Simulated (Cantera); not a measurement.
Input: 1 mol SiH2Cl2, 0.79 mol N2, held at 1398.15 K and 20.0 Pa.

Equilibrium computed with Cantera from the NASA thermochemical tables; the gas is ideal and each condensed phase is pure. Candidate condensed phases: NH4Cl, Si, Si3N4; 28 gas species. N2 is the only nitrogen source here; it is nearly inert below about 1500 K, so the nitride shown seldom forms there in practice. The tables' values for SiCl3, SiCl are old estimates; treat these amounts as uncertain. The numbers say what is thermodynamically allowed, not how fast it happens.

Base state: HCl 0.283, H2 0.254, SiCl2 0.237, N2 0.214, SiCl3 0.00948, SiCl4 0.00162, H 0.000169, Cl 0.000155 (mole fractions); condensed: Si3N4(s).

What changes in the equilibrium state with this change: temperature from 1398.15 K to 1123.15 K?


```csv
species,before,after
HCl,0.283,0.552
H2,0.254,0.207
N2,0.214,0.132
SiCl2,0.237,0.00598
SiCl4,0.00162,0.0952
SiCl,1.46e-5,<1e-9
H,0.000169,1.38e-6
Cl,0.000155,3.26e-6
SiHCl3,0.000102,0.000613
"Si3N4(s), mol",0.125,0.258
```
The tables' values for SiCl3 are old estimates; treat these amounts as uncertain.
